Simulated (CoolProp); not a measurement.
Octamethyltrisiloxane (MDM) along the isotherm 301.85 °C: Z from the reference equation and from simpler models built on Tc = 292.2 °C, pc = 1.438 MPa, ω = 0.528; each cubic takes its own stable root.

Model: reference Helmholtz-energy equation of state, Thol 2017, in CoolProp.

```tsv
p (MPa)	phase	reference	van der Waals	Redlich-Kwong
0.0653	gas	0.9857	0.9869	0.9851
0.131	gas	0.9709	0.9735	0.9699
0.196	gas	0.9560	0.9598	0.9545
0.261	gas	0.9406	0.9459	0.9388
0.327	gas	0.9246	0.9313	0.9225
0.392	gas	0.9084	0.9166	0.9061
0.457	gas	0.8917	0.9015	0.8892
0.523	gas	0.8742	0.8856	0.8717
0.588	gas	0.8565	0.8695	0.8540
0.653	gas	0.8380	0.8528	0.8357
0.719	gas	0.8186	0.8352	0.8165
```
